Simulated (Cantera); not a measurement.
Input: 1 mol Si, a varied amount of Br₂, 0.44 mol O₂, held at 923 K and 0.100 bar.

Equilibrium computed with Cantera from the NASA thermochemical tables; the gas is ideal and each condensed phase is pure. Candidate condensed phases: Br₂, Si, SiO₂; 14 gas species. Equilibrium is a limit: real reactors are often held back by kinetics, nucleation or transport.

### Question
Which condensed phases are stable at each of these points (n(Br₂) (mol)): 0.016, 0.025, 0.038, 0.058, 0.088, 0.14, 0.21, 0.32, 0.48, 0.74, 1.1, 1.7?

### Answer
| n(Br₂) (mol) | condensed phases | Si condensed (%) |
|---|---|---|
| 0.016 | Si(s) + SiO₂(β-quartz) | 99.2 |
| 0.025 | Si(s) + SiO₂(β-quartz) | 98.7 |
| 0.038 | Si(s) + SiO₂(β-quartz) | 98.1 |
| 0.058 | Si(s) + SiO₂(β-quartz) | 97.1 |
| 0.088 | Si(s) + SiO₂(β-quartz) | 95.6 |
| 0.14 | Si(s) + SiO₂(β-quartz) | 93.0 |
| 0.21 | Si(s) + SiO₂(β-quartz) | 89.5 |
| 0.32 | Si(s) + SiO₂(β-quartz) | 84.0 |
| 0.48 | Si(s) + SiO₂(β-quartz) | 76.0 |
| 0.74 | Si(s) + SiO₂(β-quartz) | 63.0 |
| 1.1 | Si(s) + SiO₂(β-quartz) | 44.9 |
| 1.7 | SiO₂(β-quartz) | 44.0 |

From 0.016 mol Br₂ to 1.1 mol Br₂ the condensed part is Si(s) + SiO₂(β-quartz). At 1.7 mol Br₂ the condensed part is SiO₂(β-quartz).
